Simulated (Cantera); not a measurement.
A closed system holds: 1 mol SiH2Cl2, 8.6 mol N2, 0.61 mol HCl, equilibrated at 1250 K and 100000 Pa.

Method: chemical equilibrium by Gibbs-energy minimisation in Cantera with the NASA 1993 tables (ideal gas, pure condensed phases). Candidate condensed phases: NH4Cl, Si, Si3N4; 28 gas species. N2 is the only nitrogen source here; it is nearly inert below about 1500 K, so the nitride shown seldom forms there in practice. The tables' values for SiCl3 are old estimates; treat these amounts as uncertain. Equilibrium is a limit: real reactors are often held back by kinetics, nucleation or transport.

Base state: N2 0.777, HCl 0.144, H2 0.0524, SiCl4 0.0258, SiHCl3 0.000333, SiCl3 0.000328, SiCl2 2.98e-5 (mole fractions); condensed: Si3N4(s).

### Question
What changes in the equilibrium state with this change: temperature from 1250 K to 1550 K?

### Answer
```csv
species,before,after
N2,0.777,0.773
HCl,0.144,0.149
H2,0.0524,0.0494
SiCl4,0.0258,0.0181
SiCl3,0.000328,0.00533
SiCl2,2.98e-5,0.00437
Cl,2.61e-7,1.68e-5
SiHCl3,0.000333,0.000741
"Si3N4(s), mol",0.241,0.233
```
